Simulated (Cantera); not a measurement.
An isothermal, constant-pressure homogeneous reactor starts with N2O : N2 = 1 : 2 (molar parts), at 1523 K and 0.345 atm. Integrator tolerance rtol = 1e-08.

Detailed kinetics in Cantera: GRI-Mech 3.0 (53 species, 325 reactions). GRI-Mech 3.0 was tuned for natural gas; its chemistry of N2O as a main component is partial and can be far from experiment. The temperature is held fixed by assumption; the heat of reaction is taken as removed at once.

Task: What does this change do: pressure from 0.345 atm to 0.00503 atm?

Result: 
```json
[
 {"quantity": "x(N2O) at 100 s", "before": "1.29e-6 (gas-phase equilibrium 4.43e-8)", "after": "1.39e-6 (gas-phase equilibrium 5.35e-9)"},
 {"quantity": "x(O2) at 100 s", "before": "0.112 (gas-phase equilibrium 0.142)", "after": "0.106 (gas-phase equilibrium 0.142)"},
 {"quantity": "x(NO2) at 100 s", "before": "0.000134 (gas-phase equilibrium 2.86e-6)", "after": "1.84e-5 (gas-phase equilibrium 3.45e-7)"},
 {"quantity": "x(NO) at 100 s", "before": "0.0622 (gas-phase equilibrium 0.00118)", "after": "0.0737 (gas-phase equilibrium 0.00118)"},
 {"quantity": "x(O) at 100 s", "before": "3.14e-6 (gas-phase equilibrium 3.54e-6)", "after": "2.57e-5 (gas-phase equilibrium 2.93e-5)"},
 {"quantity": "x(N2) at 100 s", "before": "0.826 (gas-phase equilibrium 0.857)", "after": "0.820 (gas-phase equilibrium 0.857)"}
]
```
Radical loss at walls, strong at low pressure, is not modelled.

Task: What does this change do: 0.073 parts H2O added?

Result: 
```tsv
quantity	before	after
x(N2O) at 100 s	1.29e-6 (gas-phase equilibrium 4.43e-8)	7.23e-7 (gas-phase equilibrium 4.29e-8)
x(O2) at 100 s	0.112 (gas-phase equilibrium 0.142)	0.115 (gas-phase equilibrium 0.139)
x(NO2) at 100 s	0.000134 (gas-phase equilibrium 2.86e-6)	0.000107 (gas-phase equilibrium 2.77e-6)
x(NO) at 100 s	0.0622 (gas-phase equilibrium 0.00118)	0.0487 (gas-phase equilibrium 0.00115)
x(O) at 100 s	3.14e-6 (gas-phase equilibrium 3.54e-6)	3.19e-6 (gas-phase equilibrium 3.50e-6)
x(N2) at 100 s	0.826 (gas-phase equilibrium 0.857)	0.815 (gas-phase equilibrium 0.839)
```
